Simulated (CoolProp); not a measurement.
Vapour-liquid equilibrium of CH2F2 (R32) (1) + propylene (2) at 0.547 MPa; x and y are mole fractions of (1).

Values from CoolProp's multi-fluid Helmholtz-energy mixture model, Tillner-Roth 1997 and Lemmon 2013; pair parameters Bell 2016.

```csv
x,"bubble temperature, mixture model (°C)","bubble temperature, Raoult's law (°C)","y, mixture model","y, Raoult's law"
0.05,(withheld),-2.8,0.159,0.068
0.2,(withheld),-4.6,0.407,0.256
0.35,-17.3,-6.2,(withheld),0.425
0.5,-18.4,-7.6,0.578,0.578
0.65,(withheld),-9.0,0.630,0.717
0.8,(withheld),-10.3,(withheld),0.845
0.95,(withheld),-11.4,0.878,0.963
```

**Question.** Complete the blanks.

**Answer.** 
- 0.05, bubble temperature, mixture model (°C): -6.8
- 0.2, bubble temperature, mixture model (°C): -14.4
- 0.35, y, mixture model: 0.515
- 0.65, bubble temperature, mixture model (°C): -18.6
- 0.8, bubble temperature, mixture model (°C): -17.9
- 0.8, y, mixture model: 0.704
- 0.95, bubble temperature, mixture model (°C): -14.5

The largest gap from Raoult's law is -11.1 K in bubble temperature, at x = 0.35. y crosses x between x = 0.5 and 0.65: the model has an azeotrope there.

The pair parameters rest on a limited set of measurements; away from them the model extrapolates.
